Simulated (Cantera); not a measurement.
Mixture: H2 : O2 : N2 : H2O = 1 : 0.676 : 2.54 : 0.33 (molar parts), equivalence ratio 0.74, at 4.93 atm, adiabatic and at constant pressure. Ignition delay is the time to a rise of 400 K.

Computed with Cantera and the H2/O2 subset of GRI-Mech 3.0, which has no nitrogen chemistry. The hydrogen kinetics of GRI-Mech 3.0 are dated; newer H2 mechanisms differ, most at raised pressure.

**Question.** What does this change do: constant volume in place of constant pressure?

**Answer.** 
| quantity | before | after |
|---|---|---|
| delay at 1025 K | 8.93 ms | 8.39 ms |
| delay at 1175 K | 0.197 ms | 0.194 ms |
| delay at 1325 K | 8.07 µs | 7.74 µs |
| delay at 1475 K | 3.67 µs | 3.45 µs |
| apparent activation energy between 1400 and 1550 K | 69 kJ/mol | 72 kJ/mol |

**Question.** What does this change do: H2O 0.33 to 0.11 parts?

**Answer.** 
```csv
quantity,before,after
delay at 1025 K,8.93 ms,7.43 ms
delay at 1175 K,0.197 ms,44.9 µs
delay at 1325 K,8.07 µs,6.51 µs
delay at 1475 K,3.67 µs,3.32 µs
apparent activation energy between 1400 and 1550 K,69 kJ/mol,62 kJ/mol
```
